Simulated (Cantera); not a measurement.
A freely propagating, adiabatic, planar premixed flame of H₂ : O₂ : N₂ = 1 : 0.294 : 1.11 (molar parts), equivalence ratio 1.7, unburnt at 475 K and 13300 Pa; mixture-averaged transport, grid criteria slope 0.08 and curve 0.16, no radiation.

Detailed kinetics in Cantera: the H2/O2 subset of GRI-Mech 3.0, which has no nitrogen chemistry. Burning velocities carry a grid error of a few per cent, more on coarse grids.

Question: How do the results move with these cheaper or finer settings: unity-Lewis-number transport; multicomponent transport; multicomponent+Soret transport; grid criteria slope 0.5, curve 1; grid criteria slope 0.25, curve 0.5; grid criteria slope 0.03, curve 0.06?

Answer: 
```
setting                               laminar burning velocity  thermal thickness  peak x(OH)  peak x(HO₂)  grid points
------------------------------------  ------------------------  -----------------  ----------  -----------  -----------
as above                                              472 cm/s            5.70 mm     0.00749      7.40e-5          144
unity-Lewis-number transport                          284 cm/s            4.67 mm     0.00727      6.25e-5          131
multicomponent transport                              459 cm/s            5.71 mm     0.00747      7.40e-5          144
multicomponent+Soret transport                        442 cm/s            5.61 mm     0.00746      7.42e-5          144
grid criteria slope 0.5, curve 1                      571 cm/s            7.82 mm     0.00843      6.93e-5           48
grid criteria slope 0.25, curve 0.5                   509 cm/s            6.48 mm     0.00787      7.20e-5           77
grid criteria slope 0.03, curve 0.06                  466 cm/s            5.53 mm     0.00731      7.44e-5          318
```
The base run took about 1.8 core-seconds (a rough figure).
Unity Lewis numbers drop preferential diffusion, which matters most where H2 and H carry the flame; Soret adds thermal diffusion.
